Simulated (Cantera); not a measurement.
An adiabatic, constant-volume homogeneous reactor starts with CH3OH : O2 : N2 : CO2 = 1 : 3.85 : 27.7 : 6.5 (molar parts), equivalence ratio 0.39, at 1648 K and 90000 Pa.

Model: GRI-Mech 3.0 (53 species, 325 reactions), integrated in Cantera.

Question: Predict: time of steepest temperature rise; temperature at 7.00 s; equilibrium temperature; x(O2) at 7.00 s; x(CO2) at 7.00 s; x(H2O) at 7.00 s; x(N2O) at 7.00 s.

Answer: 
```
Property                                                            Result
---------------------------------  ---------------------------------------
time of steepest temperature rise                                 0.132 ms
temperature at 7.00 s                                               2126 K
equilibrium temperature                                             2126 K
x(O2) at 7.00 s                      0.0574 (gas-phase equilibrium 0.0574)
x(CO2) at 7.00 s                       0.187 (gas-phase equilibrium 0.187)
x(H2O) at 7.00 s                     0.0494 (gas-phase equilibrium 0.0494)
x(N2O) at 7.00 s                   2.98e-7 (gas-phase equilibrium 2.98e-7)
```
